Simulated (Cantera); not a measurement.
What does this Cantera script print?

```python
import numpy as np
import cantera as ct

gas_names = """
    F F2 H HF H2 H2F2 H3F3 H4F4 H5F5 H6F6 H7F7 N NF NF2 NF3 NH NH2 NH3 N2 N2H2 N2H4 Si SiF SiF2 SiF3
    SiF4 SiH SiHF3 SiH2 SiH2F2 SiH3 SiH3F SiH4 SiN Si2 Si2N Si3
""".split()
cond_names = """
    Si(cr) Si(L) Si3N4(a)
""".split()


# ... load() reads the species with a 1 bar reference pressure and builds the phases ...
atoms = {
    'Si': {'Si': 1},
    'HF': {'H': 1, 'F': 1},
    'N2': {'N': 2},
    'F2': {'F': 2},
}
top_T = {'Si3N4(a)': 2400}  # K; cautious upper limits of use, not melting points


# ... equilibrate(T, P, feed) seeds the gas with the atoms and calls Mixture.equilibrate('TP', solver="vcs", rtol=1e-11, max_steps=5000) ...
results = []
feed = {'Si': 1, 'HF': 17, 'N2': 2.2, 'F2': 4.8}  # mol
P = 350  # Pa
for T in [723, 823, 923, 1023, 1123, 1223, 1323, 1423, 1523, 1623, 1723]:
    mix = equilibrate(T, P, feed)
    results.append((T, P, feed, dict(zip(mix.species_names, mix.species_moles))))
    x = sorted(zip(gas.X, gas.species_names), reverse=True)
    print(f"T = {T:g} K  P = {P:g} Pa  gas = {mix.phase_moles(0):.4g} mol")
    print("   x: " + "  ".join(f"{s} {v:.3e}" for v, s in x if v > 0.001))
    print("   condensed (mol): " + ("  ".join(f"{mix.phase(i).name} {mix.phase_moles(i):.4g}"
          for i in range(1, mix.n_phases) if mix.phase_moles(i) > 1e-12) or "none"))
```

It prints:

```
T = 723 K  P = 350 Pa  gas = 23 mol
   x: HF 7.391e-01  F2 1.064e-01  N2 9.260e-02  SiF4 4.347e-02  F 1.240e-02  NF3 6.094e-03
   condensed (mol): none
T = 823 K  P = 350 Pa  gas = 23.69 mol
   x: HF 7.176e-01  N2 9.270e-02  F2 8.826e-02  F 5.888e-02  SiF4 4.221e-02
   condensed (mol): none
T = 923 K  P = 350 Pa  gas = 24.8 mol
   x: HF 6.854e-01  F 1.455e-01  N2 8.869e-02  SiF4 4.032e-02  F2 4.012e-02
   condensed (mol): none
T = 1023 K  P = 350 Pa  gas = 25.56 mol
   x: HF 6.651e-01  F 2.004e-01  N2 8.607e-02  SiF4 3.912e-02  F2 9.347e-03
   condensed (mol): none
T = 1123 K  P = 350 Pa  gas = 25.75 mol
   x: HF 6.602e-01  F 2.137e-01  N2 8.543e-02  SiF4 3.883e-02  F2 1.886e-03
   condensed (mol): none
T = 1223 K  P = 350 Pa  gas = 25.79 mol
   x: HF 6.592e-01  F 2.162e-01  N2 8.531e-02  SiF4 3.878e-02
   condensed (mol): none
T = 1323 K  P = 350 Pa  gas = 25.8 mol
   x: HF 6.590e-01  F 2.168e-01  N2 8.528e-02  SiF4 3.876e-02
   condensed (mol): none
T = 1423 K  P = 350 Pa  gas = 25.8 mol
   x: HF 6.589e-01  F 2.170e-01  N2 8.528e-02  SiF4 3.876e-02
   condensed (mol): none
T = 1523 K  P = 350 Pa  gas = 25.8 mol
   x: HF 6.589e-01  F 2.170e-01  N2 8.527e-02  SiF4 3.876e-02
   condensed (mol): none
T = 1623 K  P = 350 Pa  gas = 25.8 mol
   x: HF 6.589e-01  F 2.170e-01  N2 8.527e-02  SiF4 3.876e-02
   condensed (mol): none
T = 1723 K  P = 350 Pa  gas = 25.8 mol
   x: HF 6.589e-01  F 2.170e-01  N2 8.527e-02  SiF4 3.876e-02
   condensed (mol): none
```

Method: chemical equilibrium by Gibbs-energy minimisation in Cantera with the NASA 1993 tables (ideal gas, pure condensed phases).
